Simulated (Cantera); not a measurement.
Source: NASA polynomial tables (part measured, part estimated), evaluated in Cantera. Values are per mole of reaction as written; species without (g) are pure solids or liquids, kept so even where they would boil at 1 bar.

Problem. Between 300 and 1725 K, where is each reaction favourable under standard conditions?
- 4 Li + O₂(g) = 2 Li₂O
- C + O₂(g) = CO₂(g)
- 2 H₂(g) + O₂(g) = 2 H₂O(g)

Solution. 
- 4 Li + O₂(g) = 2 Li₂O: ΔG° is -1124 kJ at 300 K and -738 kJ at 1725 K; it stays negative (K > 1). ΔH° is -1183 kJ and ΔS° -258 J/K at 1725 K.
- C + O₂(g) = CO₂(g): ΔG° is -394 kJ at 300 K and -396 kJ at 1725 K; it stays negative (K > 1). ΔH° is -396 kJ and ΔS° 0 J/K at 1725 K.
- 2 H₂(g) + O₂(g) = 2 H₂O(g): ΔG° is -457 kJ at 300 K and -303 kJ at 1725 K; it stays negative (K > 1). ΔH° is -502 kJ and ΔS° -115 J/K at 1725 K.
